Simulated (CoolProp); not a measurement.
Properties of CHF3 (R23) along the isobar 0.217 MPa.

Values from CoolProp's reference Helmholtz-energy equation of state, Penoncello 2003.

```tsv
T (K)	phase	cp (kJ/(kg K))	isothermal compressibility (1/MPa)	expansivity (1/kK)	Prandtl number
255	gas	0.7024	4.749	4.348	0.782
259.6	gas	0.7057	4.740	4.240	0.783
264.2	gas	0.7094	4.731	4.140	0.785
268.8	gas	0.7135	4.724	4.046	0.787
273.4	gas	0.7180	4.717	3.957	0.790
278	gas	0.7227	4.710	3.873	0.792
282.6	gas	0.7277	4.704	3.794	0.795
287.2	gas	0.7328	4.699	3.719	0.798
291.8	gas	0.7382	4.694	3.647	0.802
296.4	gas	0.7436	4.689	3.578	0.805
301	gas	0.7492	4.684	3.513	0.808
305.6	gas	0.7549	4.680	3.450	0.813
```

Viscosity comes from a separate model (Shan 2000). Thermal conductivity comes from a separate model (Shan 2000).
